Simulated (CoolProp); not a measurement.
Nitrogen at 313.15 K and 4.5 MPa flows at 0.099 m/s in a round tube of 100 mm bore and 45 µm roughness, fully developed (64/Re and Nu = 3.66 if laminar; Colebrook and Gnielinski if turbulent). Each further row changes one setting.

The numbers come from the reference Helmholtz-energy equation of state, Span 2000 in CoolProp.

```tsv
case	Reynolds number	Darcy friction factor	pressure drop (Pa/m)	heat-transfer coefficient (W/(m² K))	mass flow (kg/h)
as stated	25000	0.0256	0.0607	18.7	135
velocity 0.198 m/s	50000	0.0224	0.213	33.2	(withheld)
diameter 200 mm	50000	(withheld)	0.0257	(withheld)	(withheld)
```

Problem. Some entries are withheld; supply them.

Solution. 
- velocity 0.198 m/s, mass flow (kg/h): 271
- diameter 200 mm, Darcy friction factor: 0.0217
- diameter 200 mm, heat-transfer coefficient (W/(m² K)): 16.0
- diameter 200 mm, mass flow (kg/h): 542

Viscosity comes from a separate model (Lemmon 2004). Thermal conductivity comes from a separate model (Lemmon 2004).
